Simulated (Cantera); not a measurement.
Transport properties of process gases

Gas mixture: N2O : NO = 0.33 : 0.89 (molar parts), at 100.0 Torr, frozen composition.

Cantera's kinetic-theory transport with the Lennard-Jones parameters of GRI-Mech 3.0, ideal gas; thermal conductivity in the mixture-averaged form. The composition is frozen, though it would react at the higher temperatures.

```json
[
 {"T (K)": "400", "ρ (kg/m³)": "0.135", "cp (J/kg/K)": "988.6", "μ (µPa s)": "21.9", "λ (mW/m/K)": "30.4", "Pr": "0.714", "D (cm²/s) NO": "1.96", "D (cm²/s) CO2": "1.81", "D (cm²/s) CH4": "2.61"},
 {"T (K)": "650", "ρ (kg/m³)": "0.0834", "cp (J/kg/K)": "1080", "μ (µPa s)": "31.3", "λ (mW/m/K)": "47.1", "Pr": "0.717", "D (cm²/s) NO": "4.59", "D (cm²/s) CO2": "4.29", "D (cm²/s) CH4": "6.08"},
 {"T (K)": "900", "ρ (kg/m³)": "0.0602", "cp (J/kg/K)": "1154", "μ (µPa s)": "39.2", "λ (mW/m/K)": "62.6", "Pr": "0.722", "D (cm²/s) NO": "8.00", "D (cm²/s) CO2": "7.52", "D (cm²/s) CH4": "10.6"},
 {"T (K)": "1150", "ρ (kg/m³)": "0.0471", "cp (J/kg/K)": "1200", "μ (µPa s)": "46.2", "λ (mW/m/K)": "76.8", "Pr": "0.722", "D (cm²/s) NO": "12.1", "D (cm²/s) CO2": "11.4", "D (cm²/s) CH4": "16.0"},
 {"T (K)": "1400", "ρ (kg/m³)": "0.0387", "cp (J/kg/K)": "1232", "μ (µPa s)": "52.6", "λ (mW/m/K)": "90.0", "Pr": "0.721", "D (cm²/s) NO": "16.8", "D (cm²/s) CO2": "15.9", "D (cm²/s) CH4": "22.2"},
 {"T (K)": "1650", "ρ (kg/m³)": "0.0328", "cp (J/kg/K)": "1258", "μ (µPa s)": "58.6", "λ (mW/m/K)": "102", "Pr": "0.721", "D (cm²/s) NO": "22.1", "D (cm²/s) CO2": "20.9", "D (cm²/s) CH4": "29.1"},
 {"T (K)": "1900", "ρ (kg/m³)": "0.0285", "cp (J/kg/K)": "1277", "μ (µPa s)": "64.3", "λ (mW/m/K)": "114", "Pr": "0.722", "D (cm²/s) NO": "28.0", "D (cm²/s) CO2": "26.5", "D (cm²/s) CH4": "36.8"},
 {"T (K)": "2150", "ρ (kg/m³)": "0.0252", "cp (J/kg/K)": "1291", "μ (µPa s)": "69.6", "λ (mW/m/K)": "125", "Pr": "0.722", "D (cm²/s) NO": "34.3", "D (cm²/s) CO2": "32.5", "D (cm²/s) CH4": "45.2"},
 {"T (K)": "2400", "ρ (kg/m³)": "0.0226", "cp (J/kg/K)": "1302", "μ (µPa s)": "74.8", "λ (mW/m/K)": "135", "Pr": "0.722", "D (cm²/s) NO": "41.2", "D (cm²/s) CO2": "39.0", "D (cm²/s) CH4": "54.3"}
]
```
D: mixture-averaged diffusion coefficient of that species in the mixture.
